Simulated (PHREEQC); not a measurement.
Copper plating or etch bath: an equilibrium model

A solution holds 0.0046 mol/kgw CuSO4, 0.0005 mol/kgw HNO3 and 0.018 mol/kgw Na2SO4, at 20 °C. Closed to the air; pH follows from the charge balance.

Computed with PHREEQC (ion-association model, wateq4f.dat).

Each row changes one thing in this solution. Precipitation was switched off in this run.

| case | pH | ionic strength (mol/kgw) | SO4-2 (mol/kgw) | Cu+2 (mol/kgw) | CuSO4 (mol/kgw) | NaSO4- (mol/kgw) | SI of Chalcanthite (CuSO4:5H2O) | SI of Tenorite (CuO) |
|---|---|---|---|---|---|---|---|---|
| as made | 3.62 | 0.0619 | 0.0190 | 0.00264 | 0.00196 | 0.00139 | -2.34 | -3.49 |
| diluted 10-fold with water | 4.39 | 0.00690 | 0.00215 | 0.000378 | 8.15e-5 | 2.64e-5 | -3.73 | -2.60 |
| diluted 100-fold with water | 5.31 | 0.000722 | 0.000224 | 4.43e-5 | 1.54e-6 | 3.47e-7 | -5.45 | -1.60 |
| diluted 2-fold with water | 3.83 | 0.0321 | 0.00996 | 0.00148 | 0.000816 | 0.000442 | -2.72 | -3.25 |
| Na2SO4 from 0.018 to 0.027 mol/kgw | 3.67 | 0.0857 | 0.0266 | 0.00248 | 0.00212 | 0.00260 | -2.31 | -3.44 |
